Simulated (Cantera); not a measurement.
## Thermodynamics of boron, boron nitride and boron oxide, feed B + NH₃ + H₂

Charge: 1 mol B, 2.6 mol NH₃, 2.9 mol H₂.

These are equilibrium values from Cantera (NASA tables, ideal gas, pure condensed phases), not measurements of a reactor. Candidate condensed phases: B, BN; 15 gas species. Mutual solubility and eutectic melting of coexisting phases are not modelled. Kinetics and transport are ignored.

Stable condensed phases:

```
T in K \ P in Pa
             10     28     77    220    600   1700   4600  13000  36000 100000
   2100       A      A      A      A      B      B      B      B      B      B
   2050       A      A      A      C      B      B      B      B      B      B
   2000       A      A      C      B      B      B      B      B      B      B
   1950       A      A      B      B      B      B      B      B      B      B
   1900       A      B      B      B      B      B      B      B      B      B
   1850       C      B      B      B      B      B      B      B      B      B
   1800       B      B      B      B      B      B      B      B      B      B
   1750       B      B      B      B      B      B      B      B      B      B
   1700       B      B      B      B      B      B      B      B      B      B
   1650       B      B      B      B      B      B      B      B      B      B
   1600       B      B      B      B      B      B      B      B      B      B
   1550       B      B      B      B      B      B      B      B      B      B
```

A: B; B: BN; C: B + BN.
